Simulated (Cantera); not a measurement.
A perfectly stirred reactor is fed with 43.5 % CH4, 56.5 % H2, at 5.70 Torr; it is held at 1800 K, and followed from long to short residence time.

Computed with Cantera and GRI-Mech 3.0 (53 species, 325 reactions). GRI-Mech 3.0 stops at C3 and has no aromatics, soot or wall deposition, so with more carbon than oxygen in the feed, carbon stays in small species such as C2H2 where larger ones or solid carbon would form. Radical loss at walls, strong at low pressure, is not modelled.

One state of this run: x CH4 = 0.0460; x H2 = 0.816; x C2H = 2.59e-6; x C2H4 = 0.000354; x C2H6 = 7.09e-6. x: mole fraction; the columns are a selection and need not sum to one.

**Question.** Which value of τ (s) does it belong to?
A. 0.00045
B. 0.13
C. 0.0014
D. 1.2

**Answer.** D, 1.2
